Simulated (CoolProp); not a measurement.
Vapour-liquid equilibrium of R22 (1) + R142b (2) at 558 kPa; x and y are mole fractions of (1).

The numbers come from the multi-fluid Helmholtz-energy mixture model, Kamei 1995 and Lemmon 2006; pair parameters Bell 2016 in CoolProp.

**Question.** Give the bubble temperature and the first vapour's composition at x = 0.15, 0.55, 0.65. Is there an azeotrope?

**Answer.** x = 0.15: 34.1 °C, y = 0.303; x = 0.55: 17.4 °C, y = 0.766; x = 0.65: 13.9 °C, y = 0.837. No azeotrope shows between x = 0.05 and 0.95.

Pair parameters are fitted to limited data, so mixtures are less certain than the pure fluids.
